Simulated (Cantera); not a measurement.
# Adiabatic ignition

An adiabatic, constant-volume homogeneous reactor starts with CH4 : H2 : O2 : N2 = 1 : 0.099 : 1.14 : 4.28 (molar parts), equivalence ratio 1.8, at 1325 K and 320000 Pa.

Cantera simulation using GRI-Mech 3.0 (53 species, 325 reactions); the numbers are that mechanism's predictions, not measurements.

```json
[
 {"t (s)": "1.00e-6", "T (K)": "1325", "P (bar)": "3.20", "x CH4": "0.153", "x H2": "0.0152", "x O2": "0.175", "x HCN": "<1e-12", "x C2H": "<1e-12"},
 {"t (s)": "4.84e-6", "T (K)": "1325", "P (bar)": "3.20", "x CH4": "0.153", "x H2": "0.0152", "x O2": "0.175", "x HCN": "<1e-12", "x C2H": "<1e-12"},
 {"t (s)": "2.34e-5", "T (K)": "1325", "P (bar)": "3.20", "x CH4": "0.153", "x H2": "0.0152", "x O2": "0.175", "x HCN": "<1e-12", "x C2H": "<1e-12"},
 {"t (s)": "0.000113", "T (K)": "1325", "P (bar)": "3.20", "x CH4": "0.153", "x H2": "0.0152", "x O2": "0.175", "x HCN": "<1e-12", "x C2H": "<1e-12"},
 {"t (s)": "0.000547", "T (K)": "1330", "P (bar)": "3.21", "x CH4": "0.152", "x H2": "0.0151", "x O2": "0.174", "x HCN": "<1e-12", "x C2H": "<1e-12"},
 {"t (s)": "0.00265", "T (K)": "2800", "P (bar)": "7.71", "x CH4": "1.02e-10", "x H2": "0.127", "x O2": "8.54e-5", "x HCN": "4.13e-7", "x C2H": "<1e-12"},
 {"t (s)": "0.0128", "T (K)": "2800", "P (bar)": "7.71", "x CH4": "1.02e-10", "x H2": "0.127", "x O2": "8.53e-5", "x HCN": "4.24e-7", "x C2H": "<1e-12"},
 {"t (s)": "0.0619", "T (K)": "2800", "P (bar)": "7.71", "x CH4": "1.02e-10", "x H2": "0.127", "x O2": "8.53e-5", "x HCN": "4.24e-7", "x C2H": "<1e-12"},
 {"t (s)": "0.299", "T (K)": "2800", "P (bar)": "7.71", "x CH4": "1.02e-10", "x H2": "0.127", "x O2": "8.53e-5", "x HCN": "4.24e-7", "x C2H": "<1e-12"},
 {"t (s)": "1.45", "T (K)": "2800", "P (bar)": "7.71", "x CH4": "1.02e-10", "x H2": "0.127", "x O2": "8.53e-5", "x HCN": "4.24e-7", "x C2H": "<1e-12"},
 {"t (s)": "7.00", "T (K)": "2800", "P (bar)": "7.71", "x CH4": "1.02e-10", "x H2": "0.127", "x O2": "8.53e-5", "x HCN": "4.24e-7", "x C2H": "<1e-12"}
]
```
x: mole fraction; the columns are a selection and need not sum to one.

| Quantity | Value |
|---|---|
| time of steepest temperature rise | 2.02 ms |
| temperature at 7.00 s | 2800 K |
| equilibrium temperature | 2800 K |
| x(CH4) at 7.00 s | 1.02e-10 (gas-phase equilibrium 1.15e-10) |
| x(H2) at 7.00 s | 0.127 (gas-phase equilibrium 0.127) |
| x(O2) at 7.00 s | 8.53e-5 (gas-phase equilibrium 8.53e-5) |
